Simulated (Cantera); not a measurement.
A closed system holds: 1 mol Fe₂O₃, 2.5 mol H₂, at 190000 Pa.

These are equilibrium values from Cantera (NASA tables, ideal gas, pure condensed phases), not measurements of a reactor. Candidate condensed phases: Fe, FeO, Fe(OH)₂, Fe(OH)₃, Fe₂O₃, Fe₃O₄, H₂O; 12 gas species. The tables' stoichiometric FeO is somewhat more stable than real wüstite, so its field is too wide. FeO: taken at fixed stoichiometry. The numbers say what is thermodynamically allowed, not how fast it happens. All values below are at 1100 K.

Base state: H₂ 0.600, H₂O 0.400 (mole fractions); condensed: FeO(s).

Problem. What changes in the equilibrium state with this change: 0.68 mol CO₂ added?

Solution. 
```
species      before     after
-----------  ------  --------
H₂O           0.400     0.416
H₂            0.600     0.370
CO₂               0     0.112
CO                0     0.101
CH₄               0  0.000143
FeO(s), mol    2.00      2.00
```
Further candidate phases: C, C₆H₆, C₇H₈, C₈H₁₈, Fe(CO)₅.

Problem. What changes in the equilibrium state with this change: 0.3 mol CH₄ added?

Solution. 
```csv
species,before,after
H₂,0.600,0.721
H₂O,0.400,0.190
CO,0,0.0690
CO₂,0,0.0179
CH₄,0,0.00158
"FeO(s), mol",2.00,2.00
```
Further candidate phases: C, C₆H₆, C₇H₈, C₈H₁₈, Fe(CO)₅.
